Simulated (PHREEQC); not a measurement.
Consider water at 20 °C with 8.6 mmol/kgw H2SO4 and 22.5 mmol/kgw ZnSO4. Closed to the air; pH follows from the charge balance.

Equilibrium calculation in PHREEQC: ion-association model, phreeqc.dat.

No solid was allowed to form.

Problem. Predict the pH, density, ionic strength.

Solution. pH 2.04; density 1.002 g/cm³; ionic strength 0.0670 mol/kgw.

Problem. In which forms is Zn present?

Solution. Zn+2 60 %, ZnSO4 36 %, Zn(SO4)2-2 4.6 % of the Zn.

Species that the database lacks are ignored.
